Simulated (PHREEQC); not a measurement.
Dissolve 1.9 mmol/kgw KH2PO4, 190 mmol/kgw NaF and 66 mmol/kgw NaCl at 25 °C. Closed to the air; pH follows from the charge balance.

Model: ion-association model, phreeqc.dat, run in PHREEQC.

| quantity | before | after |
|---|---|---|
| pH | 6.00 | 5.89 |
| ionic strength (mol/kgw) | 0.246 | 0.578 |
| Na+ (mol/kgw) | 0.244 | 0.246 |
| H2PO4- (mol/kgw) | 0.00160 | 0.00159 |
| HPO4-2 (mol/kgw) | 0.000261 | 0.000257 |
| NaHPO4- (mol/kgw) | 3.46e-5 | 2.64e-5 |
| SI of Halite (NaCl) | -3.65 | -2.92 |
| SI of Sylvite (KCl) | -5.11 | -2.17 |

Q: Which change was made?
A) 0.13 mol/kgw HNO3 added
B) KH2PO4 from 0.0019 to 0.00209 mol/kgw
C) 0.26 mol/kgw Na2SO4 added
D) 0.33 mol/kgw KCl added
E) NaF left out

A: D, 0.33 mol/kgw KCl added

Precipitation was switched off in this run.
